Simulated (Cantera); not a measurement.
# Adiabatic ignition

An adiabatic, constant-pressure homogeneous reactor starts with 4.08 % C₂H₄, 20.1 % O₂, 75.5 % N₂, 0.351 % H₂O, at 1673 K and 0.520 bar.

Cantera simulation using GRI-Mech 3.0 (53 species, 325 reactions); the numbers are that mechanism's predictions, not measurements. GRI-Mech 3.0 was tuned for natural gas; its chemistry of ethylene as a main component is partial and can be far from experiment.

```json
[
 {"t (s)": "3.00e-6", "T (K)": "1673", "x C₂H₄": "0.0408", "x O₂": "0.201", "x CH₄": "2.71e-10", "x HCN": "<1e-12", "x H": "5.39e-8"},
 {"t (s)": "9.72e-6", "T (K)": "1673", "x C₂H₄": "0.0408", "x O₂": "0.201", "x CH₄": "2.23e-8", "x HCN": "<1e-12", "x H": "8.24e-7"},
 {"t (s)": "3.15e-5", "T (K)": "1729", "x C₂H₄": "0.0288", "x O₂": "0.187", "x CH₄": "0.000137", "x HCN": "1.64e-8", "x H": "0.00131"},
 {"t (s)": "0.000102", "T (K)": "2331", "x C₂H₄": "<1e-12", "x O₂": "0.0814", "x CH₄": "<1e-12", "x HCN": "3.26e-12", "x H": "0.0154"},
 {"t (s)": "0.000330", "T (K)": "2456", "x C₂H₄": "<1e-12", "x O₂": "0.0809", "x CH₄": "<1e-12", "x HCN": "5.69e-12", "x H": "0.0104"},
 {"t (s)": "0.00107", "T (K)": "2615", "x C₂H₄": "<1e-12", "x O₂": "0.0796", "x CH₄": "<1e-12", "x HCN": "2.05e-11", "x H": "0.00528"},
 {"t (s)": "0.00346", "T (K)": "2649", "x C₂H₄": "<1e-12", "x O₂": "0.0768", "x CH₄": "<1e-12", "x HCN": "4.69e-11", "x H": "0.00419"},
 {"t (s)": "0.0112", "T (K)": "2642", "x C₂H₄": "<1e-12", "x O₂": "0.0735", "x CH₄": "<1e-12", "x HCN": "7.09e-11", "x H": "0.00404"},
 {"t (s)": "0.0363", "T (K)": "2641", "x C₂H₄": "<1e-12", "x O₂": "0.0728", "x CH₄": "<1e-12", "x HCN": "7.57e-11", "x H": "0.00401"},
 {"t (s)": "0.118", "T (K)": "2641", "x C₂H₄": "<1e-12", "x O₂": "0.0728", "x CH₄": "<1e-12", "x HCN": "7.57e-11", "x H": "0.00401"},
 {"t (s)": "0.381", "T (K)": "2641", "x C₂H₄": "<1e-12", "x O₂": "0.0728", "x CH₄": "<1e-12", "x HCN": "7.57e-11", "x H": "0.00401"},
 {"t (s)": "1.23", "T (K)": "2641", "x C₂H₄": "<1e-12", "x O₂": "0.0728", "x CH₄": "<1e-12", "x HCN": "7.57e-11", "x H": "0.00401"},
 {"t (s)": "4.00", "T (K)": "2641", "x C₂H₄": "<1e-12", "x O₂": "0.0728", "x CH₄": "<1e-12", "x HCN": "7.57e-11", "x H": "0.00401"}
]
```
x: mole fraction; the columns are a selection and need not sum to one.

| Item | Result |
|---|---|
| time of steepest temperature rise | 39.8 µs |
| temperature at 4.00 s | 2641 K |
| equilibrium temperature | 2641 K |
| x(C₂H₄) at 4.00 s | <1e-12 (gas-phase equilibrium <1e-12) |
| x(O₂) at 4.00 s | 0.0728 (gas-phase equilibrium 0.0728) |
| x(CH₄) at 4.00 s | <1e-12 (gas-phase equilibrium <1e-12) |
